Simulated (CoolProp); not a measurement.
CH3F (R41) along the isotherm 291.3 K: Z from the reference equation and from simpler models built on Tc = 317.3 K, pc = 5.906 MPa, ω = 0.200; each cubic takes its own stable root.

Computed with CoolProp (reference Helmholtz-energy equation of state, Lemmon 2006). It is a short technical equation, of lower accuracy than the large ones.

```
p (MPa)  phase  reference  van der Waals  Redlich-Kwong
-------  -----  ---------  -------------  -------------
0.185      gas     0.9834         0.9885         0.9862
0.369      gas     0.9666         0.9768         0.9723
0.554      gas     0.9494         0.9648         0.9580
0.738      gas     0.9318         0.9525         0.9434
0.923      gas     0.9137         0.9399         0.9284
1.11       gas     0.8949         0.9269         0.9129
1.29       gas     0.8763         0.9140         0.8976
1.48       gas     0.8560         0.9001         0.8810
1.66       gas     0.8362         0.8864         0.8647
1.85       gas     0.8145         0.8716         0.8470
2.03       gas     0.7932         0.8570         0.8297
2.21       gas     0.7708         0.8420         0.8117
2.4        gas     0.7460         0.8255         0.7918
2.58       gas     0.7212         0.8091         0.7722
2.77       gas     0.6932         0.7911         0.7503
2.95       gas     0.6645         0.7731         0.7283
```
